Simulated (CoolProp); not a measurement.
Properties of neopentane at several states.

Values from CoolProp's reference Helmholtz-energy equation of state, Lemmon 2006. It is a short technical equation, of lower accuracy than the large ones.

```
T (K)  p (bar)          phase  cv (kJ/(kg K))  speed of sound (m/s)  Joule-Thomson coefficient (K/MPa)
-----  -------  -------------  --------------  --------------------  ---------------------------------
348        183         liquid               ?                 847.2                            -0.3092
327.9     2.99            gas           1.746                 185.8                                  ?
415.8     17.4            gas           2.209                 168.0                              13.36
438.3     71.9  supercritical               ?                 349.4                             0.8487
```

Q: Fill in the missing entries.

A: 
- 348, cv (kJ/(kg K)): 1.942
- 327.9, Joule-Thomson coefficient (K/MPa): 20.04
- 438.3, cv (kJ/(kg K)): 2.327
